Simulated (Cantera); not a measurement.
A closed system holds: 1 mol SiH2Cl2, 0.0047 mol Cl2, 370 mol H2, equilibrated at 4.60 mbar.

These are equilibrium values from Cantera (NASA tables, ideal gas, pure condensed phases), not measurements of a reactor. Candidate condensed phases: Si; 19 gas species. Kinetics and transport are ignored. All values below are at 1448 K.

Base state: H2 0.995, HCl 0.00523, H 0.000136, SiCl2 8.47e-5 (mole fractions); condensed: Si(s).

Q: What changes in the equilibrium state with this change: SiH2Cl2 replaced by Si2H6?

A: 
```json
[
 {"species": "H2", "before": "0.995", "after": "1.000"},
 {"species": "H", "before": "0.000136", "after": "0.000136"},
 {"species": "HCl", "before": "0.00523", "after": "2.52e-5"},
 {"species": "SiCl2", "before": "8.47e-5", "after": "1.95e-9"},
 {"species": "Si(s), mol", "before": "0.968", "after": "2.00"}
]
```
The feed counts by its element totals alone.
